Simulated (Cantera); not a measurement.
**Adiabatic ignition**

An adiabatic, constant-pressure homogeneous reactor starts with C3H8 : O2 : N2 = 1 : 11.1 : 41.8 (molar parts), equivalence ratio 0.45, at 1675 K and 2.86 atm.

Cantera simulation using GRI-Mech 3.0 (53 species, 325 reactions); the numbers are that mechanism's predictions, not measurements. GRI-Mech 3.0 was tuned for natural gas; its chemistry of propane as a main component is partial and can be far from experiment.

| t (s) | T (K) | x C3H8 | x O2 | x HCN | x CH3 | x CH4 | x CO | x HO2 |
|---|---|---|---|---|---|---|---|---|
| 1.00e-6 | 1668 | 0.0175 | 0.205 | 3.69e-12 | 0.000905 | 1.26e-5 | 9.56e-6 | 0.000122 |
| 2.51e-6 | 1662 | 0.0150 | 0.204 | 1.29e-10 | 0.00217 | 0.000114 | 0.000194 | 0.000190 |
| 6.31e-6 | 1700 | 0.00587 | 0.192 | 5.45e-9 | 0.00255 | 0.000961 | 0.00440 | 0.000592 |
| 1.58e-5 | 2185 | <1e-12 | 0.114 | 7.68e-10 | 1.77e-11 | 2.12e-12 | 0.0286 | 1.99e-5 |
| 3.98e-5 | 2390 | <1e-12 | 0.108 | 3.91e-12 | <1e-12 | <1e-12 | 0.0116 | 1.07e-5 |
| 0.000100 | 2511 | <1e-12 | 0.109 | 3.43e-12 | <1e-12 | <1e-12 | 0.00578 | 9.47e-6 |
| 0.000251 | 2540 | <1e-12 | 0.109 | 3.18e-12 | <1e-12 | <1e-12 | 0.00413 | 1.03e-5 |
| 0.000631 | 2539 | <1e-12 | 0.108 | 3.51e-12 | <1e-12 | <1e-12 | 0.00407 | 1.02e-5 |
| 0.00158 | 2535 | <1e-12 | 0.107 | 4.21e-12 | <1e-12 | <1e-12 | 0.00402 | 1.01e-5 |
| 0.00398 | 2528 | <1e-12 | 0.105 | 5.29e-12 | <1e-12 | <1e-12 | 0.00392 | 9.76e-6 |
| 0.0100 | 2519 | <1e-12 | 0.102 | 6.24e-12 | <1e-12 | <1e-12 | 0.00380 | 9.38e-6 |
| 0.0251 | 2515 | <1e-12 | 0.101 | 6.56e-12 | <1e-12 | <1e-12 | 0.00375 | 9.22e-6 |
| 0.0631 | 2515 | <1e-12 | 0.101 | 6.58e-12 | <1e-12 | <1e-12 | 0.00374 | 9.21e-6 |
| 0.158 | 2515 | <1e-12 | 0.101 | 6.58e-12 | <1e-12 | <1e-12 | 0.00374 | 9.21e-6 |
| 0.398 | 2515 | <1e-12 | 0.101 | 6.58e-12 | <1e-12 | <1e-12 | 0.00374 | 9.21e-6 |
| 1.00 | 2515 | <1e-12 | 0.101 | 6.58e-12 | <1e-12 | <1e-12 | 0.00374 | 9.21e-6 |
x: mole fraction; the columns are a selection and need not sum to one.

| Item | Result |
|---|---|
| time of steepest temperature rise | 10.1 µs |
| temperature at 1.00 s | 2515 K |
| equilibrium temperature | 2515 K |
| x(C3H8) at 1.00 s | <1e-12 (gas-phase equilibrium <1e-12) |
| x(O2) at 1.00 s | 0.101 (gas-phase equilibrium 0.101) |
| x(HCN) at 1.00 s | 6.58e-12 (gas-phase equilibrium 6.58e-12) |
